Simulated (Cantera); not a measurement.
An adiabatic, constant-volume homogeneous reactor starts with H2 : O2 : N2 = 1 : 0.847 : 3.19 (molar parts), at 975 K and 13.8 atm. Integrator tolerance rtol = 1e-08.

Detailed kinetics in Cantera: GRI-Mech 3.0 (53 species, 325 reactions). The hydrogen kinetics of GRI-Mech 3.0 are dated; newer H2 mechanisms differ, most at raised pressure. The pressure lies above the range GRI-Mech 3.0 was tuned for (to about 10 atm).

**Question.** What does this change do: initial temperature 975 to 1200 K?

**Answer.** 
```
quantity                                                              before                                      after
---------------------------------  -----------------------------------------  -----------------------------------------
time of steepest temperature rise                                    16.1 ms                                   0.115 ms
temperature at 4.00 s                                                 2629 K                                     2764 K
equilibrium temperature                                               2629 K                                     2764 K
x(H2) at 4.00 s                      0.00153 (gas-phase equilibrium 0.00153)    0.00291 (gas-phase equilibrium 0.00291)
x(O2) at 4.00 s                        0.0664 (gas-phase equilibrium 0.0664)      0.0639 (gas-phase equilibrium 0.0639)
x(HO2) at 4.00 s                     2.92e-5 (gas-phase equilibrium 2.92e-5)    3.66e-5 (gas-phase equilibrium 3.66e-5)
x(H) at 4.00 s                     0.000291 (gas-phase equilibrium 0.000291)  0.000723 (gas-phase equilibrium 0.000723)
x(N2O) at 4.00 s                     4.60e-6 (gas-phase equilibrium 4.60e-6)    5.12e-6 (gas-phase equilibrium 5.12e-6)
```
